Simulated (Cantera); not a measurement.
Input (Python, Cantera) and output of one run.

```python
import numpy as np
import cantera as ct

gas_names = """
    F F2 H HF H2 H2F2 H3F3 H4F4 H5F5 H6F6 H7F7 N NF NF2 NF3 NH NH2 NH3 N2 N2H2 N2H4 Si SiF SiF2 SiF3
    SiF4 SiH SiHF3 SiH2 SiH2F2 SiH3 SiH3F SiH4 SiN Si2 Si2N Si3
""".split()
cond_names = """
    Si(cr) Si(L) Si3N4(a)
""".split()


# ... load() reads the species with a 1 bar reference pressure and builds the phases ...
atoms = {
    'Si': {'Si': 1},
    'HF': {'H': 1, 'F': 1},
    'N2': {'N': 2},
}
top_T = {'Si3N4(a)': 2400}  # K; cautious upper limits of use, not melting points


# ... equilibrate(T, P, feed) seeds the gas with the atoms and calls Mixture.equilibrate('TP', solver="vcs", rtol=1e-11, max_steps=5000) ...
results = []
feed = {'Si': 1, 'HF': 1.8, 'N2': 17}  # mol
T = 900  # K
P = 1000  # Pa
mix = equilibrate(T, P, feed)
results.append((T, P, feed, dict(zip(mix.species_names, mix.species_moles))))
x = sorted(zip(gas.X, gas.species_names), reverse=True)
print(f"T = {T:g} K  P = {P:g} Pa  gas = {mix.phase_moles(0):.4g} mol")
print("   x: " + "  ".join(f"{s} {v:.3e}" for v, s in x if v > 1e-06))
print("   condensed (mol): " + ("  ".join(f"{mix.phase(i).name} {mix.phase_moles(i):.4g}"
      for i in range(1, mix.n_phases) if mix.phase_moles(i) > 1e-12) or "none"))
```

Result:

```
T = 900 K  P = 1000 Pa  gas = 17.98 mol
   x: N2 9.249e-01  H2 5.001e-02  SiF4 2.500e-02  HF 7.017e-05  SiHF3 6.204e-06
   condensed (mol): Si3N4(a) 0.1834
```

Method: chemical equilibrium by Gibbs-energy minimisation in Cantera with the NASA 1993 tables (ideal gas, pure condensed phases). N2 is the only nitrogen source here; it is nearly inert below about 1500 K, so the nitride shown seldom forms there in practice.
